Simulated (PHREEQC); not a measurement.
Model water analysis in mg/L, 25 °C, pH 6.62, pe 11.7:

```tsv
constituent	mg/L
Na	7290
K	930
Ca	407
Mg	480
Cl	9620
S(6) as SO4	6810
Alkalinity as HCO3	333
Si as SiO2	90.1
Cd	8.03
```

Valence states are taken as typed.

The numbers come from PHREEQC with the ion-association model, phreeqc.dat.

No solid was allowed to form.

Task: Predict the ionic strength, activity of water, specific conductance.

Result: ionic strength 0.447 mol/kgw; activity of water 0.988; specific conductance 33100 µS/cm.

Task: In which forms is Ca present?

Result: Ca+2 70 %, CaSO4 29 %, CaHCO3+ 1.1 % of the Ca.

Saturation is exceeded, for instance for Otavite, Quartz (slow to form); the values hold only as long as no solid forms. Species that the database lacks are ignored.
